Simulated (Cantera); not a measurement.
## Adiabatic ignition

An adiabatic, constant-pressure homogeneous reactor starts with 5.40 % CH₃OH, 10.4 % O₂, 84.2 % N₂, at 1800 K and 12.0 bar.

Model: GRI-Mech 3.0 (53 species, 325 reactions), integrated in Cantera. GRI-Mech 3.0 was tuned for natural gas; its chemistry of methanol as a main component is partial and can be far from experiment. The pressure lies above the range GRI-Mech 3.0 was tuned for (to about 10 atm).

```csv
t (s),T (K),x CH₃OH,x O₂,x HO₂,x CH₃,x CO₂,x CH₂O,x C₂H₄
2.00e-6,1821,0.0402,0.0964,0.00166,5.45e-5,0.000186,0.0100,2.23e-6
1.00e-5,2476,<1e-12,0.0285,1.40e-5,<1e-12,0.0360,3.57e-10,<1e-12
5.03e-5,2613,<1e-12,0.0236,6.87e-6,<1e-12,0.0463,5.46e-11,<1e-12
0.000252,2613,<1e-12,0.0230,6.68e-6,<1e-12,0.0465,5.30e-11,<1e-12
0.00126,2605,<1e-12,0.0212,6.18e-6,<1e-12,0.0464,5.37e-11,<1e-12
0.00633,2599,<1e-12,0.0198,5.78e-6,<1e-12,0.0464,5.44e-11,<1e-12
0.0317,2599,<1e-12,0.0198,5.77e-6,<1e-12,0.0464,5.45e-11,<1e-12
0.159,2599,<1e-12,0.0198,5.77e-6,<1e-12,0.0464,5.45e-11,<1e-12
0.798,2599,<1e-12,0.0198,5.77e-6,<1e-12,0.0464,5.45e-11,<1e-12
4.00,2599,<1e-12,0.0198,5.77e-6,<1e-12,0.0464,5.45e-11,<1e-12
```
x: mole fraction; the columns are a selection and need not sum to one.

```json
{
 "time_of_steepest_temperature_rise": "4.48 µs",
 "temperature at 4.00 s": "2599 K",
 "equilibrium_temperature": "2599 K",
 "x(CH₃OH) at 4.00 s": "<1e-12 (gas-phase equilibrium <1e-12)",
 "x(O₂) at 4.00 s": "0.0198 (gas-phase equilibrium 0.0198)",
 "x(HO₂) at 4.00 s": "5.77e-6 (gas-phase equilibrium 5.77e-6)"
}
```
